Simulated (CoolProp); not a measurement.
Vapour-liquid equilibrium of dimethyl ether (1) + methanol (2) at 320.6 K; x and y are mole fractions of (1).

Computed with CoolProp (multi-fluid Helmholtz-energy mixture model, Wu 2011 and de Reuck 1993; pair parameters Bell 2016).

```tsv
x	bubble pressure (bar)	y at the bubble point	dew pressure at overall composition x (bar)	liquid density (mol/L)
0.05	1.500	0.675	0.5244	23.22
0.2	3.955	0.885	0.6219	21.36
0.35	5.673	0.925	0.7628	19.67
0.5	6.896	0.944	0.9863	18.10
0.65	7.899	0.957	1.396	16.63
0.8	8.935	0.971	2.385	15.25
0.95	10.22	0.991	7.350	13.95
```

No azeotrope shows between x = 0.05 and 0.95.

Pair parameters are fitted to limited data, so mixtures are less certain than the pure fluids. With so large a gap from Raoult's law the liquid may split in two, which this calculation doesn't test in full.
